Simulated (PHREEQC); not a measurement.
NaCl is added in steps, without added water, to 1 kg of water holding 8.8e-05 mol/kgw Ca(HCO3)2 and 0.067 mol/kgw NaHF2, at 25 °C. Oxygen alone is held at its pressure in air (log pO2 = -0.68). CO2 from the air is kept out. The run lets Calcite, Fluorite, Portlandite, Halite, Nahcolite, Natron precipitate or redissolve, and no other solid.

Base run: PHREEQC, ion-association model, wateq4f.dat. Each further column changes one thing. The table gives pH.

```tsv
NaCl added (mol)	base	database phreeqc.dat	Debye-Hückel limiting law	Davies equation for every ion	all activity coefficients set to 1
0	3.16	3.07	3.14	3.17	3.26
0.02	3.15	3.06	3.12	3.16	3.26
0.04	3.14	3.05	3.11	3.15	3.25
0.06	3.13	3.04	3.09	3.14	3.25
0.08	3.12	3.03	3.08	3.13	3.24
0.1	3.11	3.02	3.07	3.13	3.24
0.12	3.10	3.01	3.05	3.12	3.24
0.14	3.09	3.00	3.04	3.11	3.23
0.16	3.08	2.99	3.03	3.11	3.23
0.18	3.08	2.98	3.02	3.10	3.22
0.2	3.07	2.98	3.01	3.10	3.22
```

wateq4f.dat counts part of the HF as a dimer, H2F2, which phreeqc.dat doesn't know; its constant is uncertain.  phreeqc.dat and wateq4f.dat share most of their constants, so their agreement is no independent check. Solids allowed in the column 'database phreeqc.dat': Calcite, Fluorite, Halite.
